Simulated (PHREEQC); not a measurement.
Make-up at 25 °C: 0.0036 mol/kgw H2SO4, 0.0048 mol/kgw CuSO4 and 0.00044 mol/kgw Na2SO4. Closed to the air; pH follows from the charge balance.

All values are PHREEQC results (ion-association model, phreeqc.dat), not measurements.

This is a speciation only: nothing precipitates in the calculation.

Task: Order these S species by the share of S that they hold, largest first: NaSO4-, HSO4-, SO4-2, CuSO4.

Result: SO4-2 (65 %), HSO4- (20 %), CuSO4 (15 %), NaSO4- (0.16 %)

The pH is 2.32 and the ionic strength 0.0225 mol/kgw.
